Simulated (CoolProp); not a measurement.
Vapour-liquid equilibrium of methane (1) + ethylene (2) at 177 K; x and y are mole fractions of (1).

Computed with CoolProp (multi-fluid Helmholtz-energy mixture model, Setzmann 1991 and Smukala 2000; pair parameters Bell 2016).

```csv
x,bubble pressure (MPa),y at the bubble point,dew pressure at overall composition x (MPa),liquid density (mol/L)
0.05,0.3091,0.501,___,19.93
0.125,0.5362,0.718,0.1775,___
0.2,0.7563,0.805,___,20.16
0.275,0.9677,0.852,0.2139,20.25
0.35,1.170,0.882,___,20.31
0.425,1.363,0.902,0.2688,20.34
0.5,1.549,___,0.3082,20.34
0.575,1.731,0.931,0.3611,20.30
0.65,1.913,0.942,0.4356,20.19
0.725,___,0.953,0.5485,20.01
0.8,2.297,0.964,0.7385,19.73
0.875,2.515,0.975,1.119,19.29
0.95,2.770,0.989,2.046,18.62
```

Question: Complete the blanks.

Answer: 
- 0.05, dew pressure at overall composition x (MPa): 0.1635
- 0.125, liquid density (mol/L): 20.05
- 0.2, dew pressure at overall composition x (MPa): 0.1940
- 0.35, dew pressure at overall composition x (MPa): 0.2383
- 0.5, y at the bubble point: 0.918
- 0.725, bubble pressure (MPa): 2.099

No azeotrope shows between x = 0.05 and 0.95.

Pair parameters are fitted to limited data, so mixtures are less certain than the pure fluids. The gap from Raoult's law changes sign with composition, which may be real or a fault of the pair parameters; it wasn't checked against measurements.
